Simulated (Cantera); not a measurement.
Cantera run:

```python
import numpy as np
import cantera as ct

gas_names = [...]  # 139 gases of nasa_gas.yaml made of C, H, N, O, Pb
cond_names = """
    C(gr) C6H6(L) C7H8(L) C8H18(L),n-octa H2O(s) H2O(L) Pb(cr) Pb(L) PbO(rd) PbO(yw) PbO(L) PbO2(s)
    Pb3O4(s)
""".split()


# ... load() reads the species with a 1 bar reference pressure and builds the phases ...
atoms = {
    'PbO': {'Pb': 1, 'O': 1},
    'CH4': {'C': 1, 'H': 4},
    'N2': {'N': 2},
}
top_T = {'C(gr)': 4500, 'Pb3O4(s)': 820}  # K; cautious upper limits of use, not melting points


# ... equilibrate(T, P, feed) seeds the gas with the atoms and calls Mixture.equilibrate('TP', solver="vcs", rtol=1e-11, max_steps=5000) ...
results = []
T = 1423  # K
P = 66  # Pa
for m in [0.9, 1.3, 1.8, 2.6, 3.6, 5.1, 7.3, 10, 15]:
    feed = {'PbO': 1, 'CH4': 0.34, 'N2': m}  # mol
    mix = equilibrate(T, P, feed)
    results.append((T, P, feed, dict(zip(mix.species_names, mix.species_moles))))
    x = sorted(zip(gas.X, gas.species_names), reverse=True)
    print(f"T = {T:g} K  P = {P:g} Pa  n(N2) = {m:g} mol  gas = {mix.phase_moles(0):.4g} mol")
    print("   x: " + "  ".join(f"{s} {v:.3e}" for v, s in x if v > 0.001))
    print("   condensed (mol): " + ("  ".join(f"{mix.phase(i).name} {mix.phase_moles(i):.4g}"
          for i in range(1, mix.n_phases) if mix.phase_moles(i) > 1e-12) or "none"))
```

Output:

```
T = 1423 K  P = 66 Pa  n(N2) = 0.9 mol  gas = 2.92 mol
   x: Pb 3.423e-01  N2 3.082e-01  H2O 1.653e-01  H2 6.749e-02  CO2 6.048e-02  CO 5.595e-02
   condensed (mol): none
T = 1423 K  P = 66 Pa  n(N2) = 1.3 mol  gas = 3.32 mol
   x: N2 3.916e-01  Pb 3.010e-01  H2O 1.454e-01  H2 5.936e-02  CO2 5.320e-02  CO 4.921e-02
   condensed (mol): none
T = 1423 K  P = 66 Pa  n(N2) = 1.8 mol  gas = 3.82 mol
   x: N2 4.712e-01  Pb 2.616e-01  H2O 1.264e-01  H2 5.159e-02  CO2 4.624e-02  CO 4.277e-02
   condensed (mol): none
T = 1423 K  P = 66 Pa  n(N2) = 2.6 mol  gas = 4.62 mol
   x: N2 5.628e-01  Pb 2.163e-01  H2O 1.045e-01  H2 4.265e-02  CO2 3.823e-02  CO 3.536e-02
   condensed (mol): none
T = 1423 K  P = 66 Pa  n(N2) = 3.6 mol  gas = 5.62 mol
   x: N2 6.406e-01  Pb 1.778e-01  H2O 8.591e-02  H2 3.506e-02  CO2 3.143e-02  CO 2.907e-02
   condensed (mol): none
T = 1423 K  P = 66 Pa  n(N2) = 5.1 mol  gas = 7.12 mol
   x: N2 7.163e-01  Pb 1.404e-01  H2O 6.781e-02  H2 2.767e-02  CO2 2.481e-02  CO 2.294e-02
   condensed (mol): none
T = 1423 K  P = 66 Pa  n(N2) = 7.3 mol  gas = 9.32 mol
   x: N2 7.832e-01  Pb 1.072e-01  H2O 5.180e-02  H2 2.114e-02  CO2 1.895e-02  CO 1.753e-02
   condensed (mol): none
T = 1423 K  P = 66 Pa  n(N2) = 10 mol  gas = 12.02 mol
   x: N2 8.319e-01  Pb 8.315e-02  H2O 4.016e-02  H2 1.639e-02  CO2 1.470e-02  CO 1.359e-02
   condensed (mol): none
T = 1423 K  P = 66 Pa  n(N2) = 15 mol  gas = 17.02 mol
   x: N2 8.813e-01  Pb 5.872e-02  H2O 2.836e-02  H2 1.157e-02  CO2 1.038e-02  CO 9.597e-03
   condensed (mol): none
```

Equilibrium computed with Cantera from the NASA thermochemical tables; the gas is ideal and each condensed phase is pure.
